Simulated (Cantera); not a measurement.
Input: 1 mol FeS, 0.16 mol O2, 3 mol CO2, at 240000 Pa.

Points: T (K) = 875, 925, 975, 1025, 1075, 1125, 1175, 1225, 1275, 1325.

Cantera's Mixture.equilibrate('TP', solver="vcs", rtol=1e-11, max_steps=5000) on the NASA tables stopped like this:

```
*******************************************************************************
CanteraError thrown by VCS_SOLVE::solve_tp_inner:
vcs_solve_TP: ERROR on step change wt[34:FeSO4(s)]: -3.469446951953614e-18 < 0.0
*******************************************************************************
```

Problem. What got this run through?

Solution. This is not unique; one that fits is The failure is numerical, not chemical. The same input converged with solver="gibbs", rtol=1e-10, max_steps=50000, and the result passed a check of the equilibrium conditions:
```
log10 of partial pressures in bar; condensed amounts in mol
       T/K       CO2        CO       SO2        S2       COS    FeS(c)  Fe3O4(s)
       875     0.366    -3.208    -1.136    -2.810    -3.305    0.9006   0.03312
       925     0.366    -2.848    -1.137    -2.687    -3.176    0.8993   0.03356
       975     0.366    -2.525    -1.138    -2.574    -3.058    0.8975   0.03418
      1025     0.365    -2.234    -1.137    -2.469    -2.951    0.8949   0.03503
      1075     0.364    -1.972    -1.133    -2.372    -2.854    0.8914   0.03621
      1125     0.362    -1.736    -1.125    -2.280    -2.765    0.8864   0.03787
      1175     0.359    -1.523    -1.112    -2.191    -2.685    0.8795   0.04016
      1225     0.354    -1.332    -1.092    -2.103    -2.611    0.8702   0.04326
      1275     0.349    -1.160    -1.066    -2.016    -2.545     0.858   0.04734
      1325     0.341    -1.007    -1.034    -1.930    -2.485    0.8424   0.05255
```

The gas is ideal and each condensed phase is pure. Mutual solubility and eutectic melting of coexisting phases are not modelled. FeS: taken at fixed stoichiometry. Gases not in the tables: S3 to S7.
